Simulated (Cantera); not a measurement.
An isothermal, constant-pressure homogeneous reactor starts with 0.682 % CH4, 0.406 % O2, 98.9 % N2, at 1325 K and 2.10 bar.

Cantera simulation using GRI-Mech 3.0 (53 species, 325 reactions); the numbers are that mechanism's predictions, not measurements.

One state of this run: x CH4 = 0.00194; x O2 = 1.81e-6; x N2O = 3.27e-12; x CO = 0.00285; x H2O = 0.00445; x NO2 = <1e-12; x H = 6.54e-8. x: mole fraction; the columns are a selection and need not sum to one.

Which value of t (s) does it belong to?
(A) 7.39
(B) 1.36
(C) 0.252
(D) 0.0465

A, 7.39
